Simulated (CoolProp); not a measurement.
A single-stage vapour-compression cycle with the fluid: evaporating at 264.15 K (dew point), condensing at 323.15 K (bubble point), superheat 5 K, subcooling 8 K, compressor efficiency 0.8, no pressure losses. The same conditions are run with several fluids, on thermodynamics alone (safety and materials aside).

Computed with CoolProp (reference Helmholtz-energy equation of state of each fluid (R245ca: Zhou 2016; R1132(E): Akasaka 2024; carbonyl sulfide: Lemmon 2006; CH2F2 (R32): Tillner-Roth 1997; vinyl chloride: Thol 2022; R236EA: Rui 2013)).

Question: Rank R245ca, R1132(E), carbonyl sulfide, CH2F2 (R32), vinyl chloride, R236EA by cooling COP, highest first.

Answer: vinyl chloride (3.04), R245ca (2.96), carbonyl sulfide (2.84), R236EA (2.82), CH2F2 (R32) (2.67), R1132(E) (2.61)

| fluid | pressure ratio | discharge temperature (K) | refrigerating effect (kJ/kg) | volumetric capacity (kJ/m³) |
|---|---|---|---|---|
| R245ca | 11.1 | 333.0 | 158 | 207 |
| R1132(E) | 4.94 | 360.4 | 173 | 3400 |
| carbonyl sulfide | 4.61 | 389.6 | 213 | 3070 |
| CH2F2 (R32) | 5.21 | 390.1 | 240 | 3820 |
| vinyl chloride | 6.34 | 378.3 | 278 | 988 |
| R236EA | 8.71 | 324.6 | 113 | 412 |
